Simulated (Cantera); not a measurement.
An adiabatic, constant-volume homogeneous reactor starts with C3H8 : O2 : N2 = 1 : 2.17 : 8.17 (molar parts), equivalence ratio 2.3, at 1673 K and 0.257 atm.

Model: GRI-Mech 3.0 (53 species, 325 reactions), integrated in Cantera. GRI-Mech 3.0 was tuned for natural gas; its chemistry of propane as a main component is partial and can be far from experiment.

x: mole fraction; the columns are a selection and need not sum to one.

```
t (s)     T (K)  P (bar)    x C3H8     x O2     x CO2       x H     x CH4   x C2H2      x OH
--------  -----  -------  --------  -------  --------  --------  --------  -------  --------
7.00e-6    1634    0.256    0.0806    0.189   1.20e-5  0.000109  0.000211  4.48e-6   9.35e-5
1.70e-5    1610    0.256         …    0.182         …         …         …        …         …
4.14e-5    1655    0.276    0.0324    0.156  0.000744  0.000498   0.00750  0.00109  0.000355
0.000101   2917    0.599  7.21e-11        …         …         …         …        …   0.00240
0.000245   2876    0.604    <1e-12  2.48e-5    0.0108    0.0185   5.15e-6  2.14e-5   0.00232
0.000596   2794    0.591    <1e-12  5.42e-5    0.0109    0.0279  3.48e-11   <1e-12   0.00322
0.00145    2742    0.582    <1e-12  8.01e-5    0.0111    0.0340  6.94e-12   <1e-12   0.00376
0.00352    2734    0.580    <1e-12  8.53e-5    0.0112    0.0351  5.77e-12   <1e-12   0.00386
0.00857    2734    0.580    <1e-12  8.56e-5    0.0112    0.0351  5.73e-12   <1e-12   0.00386
0.0209     2734    0.580    <1e-12  8.56e-5    0.0112    0.0351  5.73e-12   <1e-12   0.00386
0.0507     2734    0.580    <1e-12  8.56e-5    0.0112    0.0351  5.73e-12   <1e-12   0.00386
0.123      2734    0.580    <1e-12  8.56e-5    0.0112    0.0351  5.73e-12   <1e-12   0.00386
0.300      2734    0.580    <1e-12  8.56e-5    0.0112    0.0351  5.73e-12   <1e-12   0.00386
```

### Question
Fill in the missing entries.

### Answer

- 1.70e-5, x C3H8: 0.0676
- 1.70e-5, x CO2: 0.000126
- 1.70e-5, x H: 0.000183
- 1.70e-5, x CH4: 0.00133
- 1.70e-5, x C2H2: 7.07e-5
- 1.70e-5, x OH: 0.000149
- 0.000101, x O2: 3.86e-5
- 0.000101, x CO2: 0.0132
- 0.000101, x H: 0.0133
- 0.000101, x CH4: 0.000794
- 0.000101, x C2H2: 0.00775
